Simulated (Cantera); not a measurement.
Charge: 1 mol MgCO3, 0.15 mol C, 0.8 mol CO2, equilibrated at 1775 °C and 9.30 bar.

Cantera equilibrium calculation (NASA polynomials, part measured and part estimated; ideal gas, pure solids and liquids). Kinetics and transport are ignored.

```json
[
 {"species": "CO2", "before": "0.846", "after": "0.929"},
 {"species": "CO", "before": "0.154", "after": "0.0709"},
 {"species": "O2", "before": "1.25e-5", "after": "7.09e-5"},
 {"species": "MgO(s), mol", "before": "1.00", "after": "1.00"}
]
```
Gas species are given as mole fractions.

Question: Which change was made?
A. C from 0.15 to 0.066 mol
B. temperature from 1775 °C to 425 °C
C. pressure from 9.30 bar to 0.00133 bar
D. C from 0.15 to 1.9 mol

Answer: A, C from 0.15 to 0.066 mol
